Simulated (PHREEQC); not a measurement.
A solution holds 0.0019 mol/kgw HF, 0.0046 mol/kgw KF and 5.8e-07 mol/kgw H4SiO4, at 25 °C. Closed to the air; pH follows from the charge balance.

Model: ion-association model, phreeqc.dat, run in PHREEQC.

```csv
quantity,before,after
pH,3.62,3.21
ionic strength (mol/kgw),0.00486,0.00526
F- (mol/kgw),0.00483,0.00102
HF (mol/kgw),0.00161,0.000874
HF2- (mol/kgw),2.98e-5,3.42e-6
H4SiO4 (mol/kgw),1.05e-8,4.79e-7
SI of Quartz (SiO2),-4.00,-2.34
```

**Question.** What was changed between the two runs?
A) KF replaced by (CH3)4NF at the same molality
B) diluted 2-fold with water
C) H4SiO4 from 5.8e-07 to 2.9e-07 mol/kgw
D) KF replaced by KH2PO4 at the same molality
E) diluted 100-fold with water

**Answer.** D, KF replaced by KH2PO4 at the same molality

This is a speciation only: nothing precipitates in the calculation. SiF6-2 is the database's only silicon fluoride.
